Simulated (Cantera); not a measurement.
Input: 1 mol Cu, 1.7 mol F₂, 1.5 mol N₂, held at 0.490 bar.

Equilibrium computed with Cantera from the NASA thermochemical tables; the gas is ideal and each condensed phase is pure. Candidate condensed phases: Cu, CuF₂; 11 gas species. Rates play no part. All values below are at 973 K.

Base state: N₂ 0.669, F₂ 0.247, F 0.0529, NF₃ 0.0308, CuF₂ 1.05e-5 (mole fractions); condensed: CuF₂(s).

Problem. What changes in the equilibrium state with this change: F₂ from 1.7 to 0.52 mol?

Solution. 
```csv
species,before,after
N₂,0.669,1.000
CuF,<1e-9,1.17e-5
CuF₂,1.05e-5,1.05e-5
F₂,0.247,<1e-9
F,0.0529,<1e-9
NF₃,0.0308,<1e-9
"CuF₂(s), mol",1.000,0.520
"Cu(s), mol",0,0.480
```

Problem. What changes in the equilibrium state with this change: pressure from 0.490 bar to 0.100 bar?

Solution. 
| species | before | after |
|---|---|---|
| N₂ | 0.669 | 0.644 |
| F₂ | 0.247 | 0.236 |
| F | 0.0529 | 0.114 |
| NF₃ | 0.0308 | 0.00577 |
| CuF₂ | 1.05e-5 | 5.15e-5 |
| CuF₂(s), mol | 1.000 | 1.000 |
